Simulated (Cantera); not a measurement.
Adiabatic ignition

An adiabatic, constant-volume homogeneous reactor starts with CH3OH : O2 : N2 : H2O = 1 : 1 : 3.76 : 0.38 (molar parts), at 1475 K and 1.60 bar.

Detailed kinetics in Cantera: GRI-Mech 3.0 (53 species, 325 reactions). GRI-Mech 3.0 was tuned for natural gas; its chemistry of methanol as a main component is partial and can be far from experiment.

```json
[
 {"t (s)": "5.00e-6", "T (K)": "1475", "P (bar)": "1.60", "x CH3OH": "0.163", "x O2": "0.163", "x H2O": "0.0619", "x NO": "<1e-12", "x HCN": "<1e-12", "x C2H2": "9.36e-12"},
 {"t (s)": "1.42e-5", "T (K)": "1475", "P (bar)": "1.60", "x CH3OH": "0.163", "x O2": "0.163", "x H2O": "0.0620", "x NO": "<1e-12", "x HCN": "<1e-12", "x C2H2": "2.76e-11"},
 {"t (s)": "4.06e-5", "T (K)": "1476", "P (bar)": "1.60", "x CH3OH": "0.161", "x O2": "0.162", "x H2O": "0.0625", "x NO": "<1e-12", "x HCN": "<1e-12", "x C2H2": "8.94e-11"},
 {"t (s)": "0.000116", "T (K)": "1583", "P (bar)": "1.78", "x CH3OH": "0.117", "x O2": "0.138", "x H2O": "0.0898", "x NO": "2.84e-11", "x HCN": "2.46e-11", "x C2H2": "1.66e-9"},
 {"t (s)": "0.000329", "T (K)": "2879", "P (bar)": "3.71", "x CH3OH": "<1e-12", "x O2": "0.00374", "x H2O": "0.248", "x NO": "0.00181", "x HCN": "1.51e-8", "x C2H2": "<1e-12"},
 {"t (s)": "0.000937", "T (K)": "2871", "P (bar)": "3.71", "x CH3OH": "<1e-12", "x O2": "0.00345", "x H2O": "0.248", "x NO": "0.00391", "x HCN": "2.90e-8", "x C2H2": "<1e-12"},
 {"t (s)": "0.00267", "T (K)": "2870", "P (bar)": "3.70", "x CH3OH": "<1e-12", "x O2": "0.00341", "x H2O": "0.248", "x NO": "0.00418", "x HCN": "3.08e-8", "x C2H2": "<1e-12"},
 {"t (s)": "0.00760", "T (K)": "2870", "P (bar)": "3.70", "x CH3OH": "<1e-12", "x O2": "0.00341", "x H2O": "0.248", "x NO": "0.00418", "x HCN": "3.08e-8", "x C2H2": "<1e-12"},
 {"t (s)": "0.0216", "T (K)": "2870", "P (bar)": "3.70", "x CH3OH": "<1e-12", "x O2": "0.00341", "x H2O": "0.248", "x NO": "0.00418", "x HCN": "3.08e-8", "x C2H2": "<1e-12"},
 {"t (s)": "0.0616", "T (K)": "2870", "P (bar)": "3.70", "x CH3OH": "<1e-12", "x O2": "0.00341", "x H2O": "0.248", "x NO": "0.00418", "x HCN": "3.08e-8", "x C2H2": "<1e-12"},
 {"t (s)": "0.176", "T (K)": "2870", "P (bar)": "3.70", "x CH3OH": "<1e-12", "x O2": "0.00341", "x H2O": "0.248", "x NO": "0.00418", "x HCN": "3.08e-8", "x C2H2": "<1e-12"},
 {"t (s)": "0.500", "T (K)": "2870", "P (bar)": "3.70", "x CH3OH": "<1e-12", "x O2": "0.00341", "x H2O": "0.248", "x NO": "0.00418", "x HCN": "3.08e-8", "x C2H2": "<1e-12"}
]
```
x: mole fraction; the columns are a selection and need not sum to one.

```yaml
time_of_steepest_temperature_rise: 0.127 ms
temperature at 0.500 s: 2870 K
equilibrium_temperature: 2870 K
x(CH3OH) at 0.500 s: <1e-12 (gas-phase equilibrium <1e-12)
x(O2) at 0.500 s: 0.00341 (gas-phase equilibrium 0.00341)
x(H2O) at 0.500 s: 0.248 (gas-phase equilibrium 0.248)
```
